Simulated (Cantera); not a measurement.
An isothermal, constant-pressure homogeneous reactor starts with NO : N2 = 1 : 0.11 (molar parts), at 1548 K and 20.0 Torr. Integrator tolerance rtol = 1e-08.

Model: GRI-Mech 3.0 (53 species, 325 reactions), integrated in Cantera. Radical loss at walls, strong at low pressure, is not modelled.

```tsv
quantity	before	after
x(NO) at 20.0 s	0.886 (gas-phase equilibrium 0.00188)	0.0483 (gas-phase equilibrium 0.00929)
x(NO2) at 20.0 s	0.000129 (gas-phase equilibrium 2.09e-6)	1.93e-5 (gas-phase equilibrium 3.80e-6)
x(O2) at 20.0 s	0.00710 (gas-phase equilibrium 0.449)	0.424 (gas-phase equilibrium 0.444)
x(N2O) at 20.0 s	0.000249 (gas-phase equilibrium 1.55e-8)	5.57e-7 (gas-phase equilibrium 7.09e-8)
x(O) at 20.0 s	6.73e-6 (gas-phase equilibrium 3.15e-5)	0.00269 (gas-phase equilibrium 0.00275)
x(N2) at 20.0 s	0.106 (gas-phase equilibrium 0.549)	0.525 (gas-phase equilibrium 0.544)
```

**Question.** Which change was made?
A) pressure from 20.0 Torr to 1.01 bar
B) pressure from 20.0 Torr to 0.250 bar
C) temperature 1548 to 2000 K
D) pressure from 20.0 Torr to 100.0 Torr

**Answer.** C, temperature 1548 to 2000 K
